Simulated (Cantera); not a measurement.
A perfectly stirred reactor is fed with 20.4 % C₂H₆, 79.6 % H₂, at 101000 Pa; it is held at 1573 K, and followed from long to short residence time.

Computed with Cantera and GRI-Mech 3.0 (53 species, 325 reactions). GRI-Mech 3.0 stops at C3 and has no aromatics, soot or wall deposition, so with more carbon than oxygen in the feed, carbon stays in small species such as C2H2 where larger ones or solid carbon would form.

Q: Predict: x(C₂H₆) at τ = 1.90 s; x(H₂) at τ = 1.90 s; x(C₂H) at τ = 1.90 s; x(CH₄) at τ = 1.90 s; x(CH₃) at τ = 1.90 s; x(C₂H₆) at τ = 0.110 s; x(H₂) at τ = 0.110 s; x(C₂H) at τ = 0.110 s; x(CH₄) at τ = 0.110 s; x(CH₃) at τ = 0.110 s.

A: 
```
Item                       Value
----------------------  --------
x(C₂H₆) at τ = 1.90 s    6.78e-5
x(H₂) at τ = 1.90 s        0.791
x(C₂H) at τ = 1.90 s     1.41e-8
x(CH₄) at τ = 1.90 s      0.0960
x(CH₃) at τ = 1.90 s     9.42e-5
x(C₂H₆) at τ = 0.110 s  0.000296
x(H₂) at τ = 0.110 s       0.789
x(C₂H) at τ = 0.110 s    2.12e-8
x(CH₄) at τ = 0.110 s     0.0998
x(CH₃) at τ = 0.110 s   0.000152
```
